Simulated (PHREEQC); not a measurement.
# Ultrapure water in contact with air or piping: an equilibrium model

Synthetic water in mg/L, 5 °C, pH 6.65, pe 9.5: Na 0.221; K 0.0347; Ca 0.0393; Mg 0.0234; Cl 0.0595; S(6) as SO4 0.494; Alkalinity as HCO3 0.144; Cd 0.00595.

Valence states are taken as typed.

All values are PHREEQC results (ion-association model, phreeqc.dat), not measurements.

This is a speciation only: nothing precipitates in the calculation.

Problem. Estimate the charge-balance error.

Solution. charge-balance error 0.6 %.

Problem. In which forms is C present?

Solution. HCO3- 58 %, CO2 42 % of the C.

At this temperature some constants are extrapolated from 25 °C, and those without enthalpy data are left unchanged.
